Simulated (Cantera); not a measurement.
Charge: 1 mol MgO, 1.1 mol SO3, 0.069 mol O2, equilibrated at 1198.15 K.

Equilibrium computed with Cantera from the NASA thermochemical tables; the gas is ideal and each condensed phase is pure. Candidate condensed phases: Mg, MgO, MgS, MgSO4, S; 14 gas species. Kinetics and transport are ignored.

x: gas mole fraction; n: condensed amount in mol.

```tsv
P (Pa)	x SO2	x O2	x SO3	x O	x SO	n MgO(s)	n MgSO4(s)
1000	0.633	0.357	0.00987	___	8.33e-9	1.00	0
3500	0.628	0.354	0.0182	___	4.43e-9	1.00	0
13000	0.434	0.537	0.0299	___	1.29e-9	0	1.00
45000	0.416	0.531	0.0530	___	6.68e-10	0	1.00
160000	0.386	0.522	0.0920	___	3.31e-10	0	1.00
560000	0.341	0.509	0.150	___	1.59e-10	0	1.00
2000000	0.280	0.491	0.229	___	7.02e-11	0	1.00
```

Problem. Some entries are withheld; supply them.

Solution. 
- 1000, x O: 1.44e-7
- 3500, x O: 7.67e-8
- 13000, x O: 4.90e-8
- 45000, x O: 2.62e-8
- 160000, x O: 1.38e-8
- 560000, x O: 7.27e-9
- 2000000, x O: 3.78e-9
